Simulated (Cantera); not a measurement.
What does this Cantera script print?

```python
import numpy as np
import cantera as ct

gas = ct.Solution("gri30.yaml")
gas.TPX = 475, 45000, {'CH4': 1, 'O2': 1.43, 'N2': 5.37, 'CO2': 0.59}
flame = ct.FreeFlame(gas, width=0.07)
flame.set_refine_criteria(ratio=3, slope=0.08, curve=0.16)
flame.transport_model = "mixture-averaged"
flame.solve(loglevel=0, auto=True)
z, T = flame.grid, flame.T
thick = (T[-1] - T[0]) / np.gradient(T, z).max()
show = ['CH4', 'O2', 'CO2', 'CH2CO', 'H2', 'CO']
print(f"laminar burning velocity  {flame.velocity[0] * 100:.3f} cm/s")
print(f"burnt temperature         {T[-1]:.1f} K")
print(f"thermal thickness         {thick * 1e3:.4f} mm")
print(f"grid points               {len(z)}")
z0 = z[flame.heat_release_rate.argmax()]
print(f"{'z/mm':>9s}{'T/K':>9s}{'u/(m/s)':>9s}" + "".join(f"{s:>11s}" for s in show))
rows = []
for k in (-3, -2, -1.5, -1, -0.5, -0.25, 0, 0.25, 0.5, 1, 2, 4, 8):
    zz = z0 + k * thick
    rows.append([k * thick, np.interp(zz, z, T), np.interp(zz, z, flame.velocity),
                 *(np.interp(zz, z, flame.X[gas.species_index(s)]) for s in show)])
    print(f"{rows[-1][0] * 1e3:9.3f}{rows[-1][1]:9.1f}{rows[-1][2]:9.3f}" + "".join(f"{x:11.3e}" for x in rows[-1][3:]))
```

Output:

```
laminar burning velocity  34.452 cm/s
burnt temperature         1943.0 K
thermal thickness         1.4702 mm
grid points               144
     z/mm      T/K  u/(m/s)        CH4         O2        CO2      CH2CO         H2         CO
   -4.411    475.8    0.346  1.187e-01  1.698e-01  7.009e-02  5.690e-09  3.594e-03  2.116e-05
   -2.940    481.9    0.352  1.175e-01  1.686e-01  6.975e-02  9.916e-08  8.619e-03  2.053e-04
   -2.205    503.0    0.370  1.150e-01  1.663e-01  6.937e-02  7.152e-07  1.406e-02  9.169e-04
   -1.470    622.6    0.463  1.043e-01  1.556e-01  6.889e-02  9.472e-06  2.343e-02  5.805e-03
   -0.735   1054.8    0.801  6.774e-02  1.124e-01  7.068e-02  9.904e-05  3.584e-02  2.910e-02
   -0.368   1407.0    1.082  3.634e-02  7.119e-02  7.434e-02  2.246e-04  4.186e-02  5.301e-02
    0.000   1718.7    1.336  9.236e-03  2.892e-02  7.956e-02  1.647e-04  4.459e-02  7.815e-02
    0.368   1852.8    1.445  9.592e-04  7.687e-03  8.424e-02  2.228e-05  4.233e-02  8.796e-02
    0.735   1882.9    1.468  7.298e-05  1.952e-03  8.747e-02  2.188e-06  4.061e-02  8.783e-02
    1.470   1895.2    1.476  7.951e-07  4.157e-04  8.986e-02  7.245e-08  4.040e-02  8.627e-02
    2.940   1906.0    1.483  2.766e-09  2.470e-04  9.033e-02  4.868e-10  4.062e-02  8.600e-02
    5.881   1918.9    1.492  5.251e-12  1.456e-04  9.011e-02  8.546e-13  4.068e-02  8.634e-02
   11.762   1931.4    1.501  8.369e-14  6.620e-05  8.985e-02  8.505e-16  4.074e-02  8.672e-02
```

Detailed kinetics in Cantera: GRI-Mech 3.0 (53 species, 325 reactions). Burning velocities carry a grid error of a few per cent, more on coarse grids.
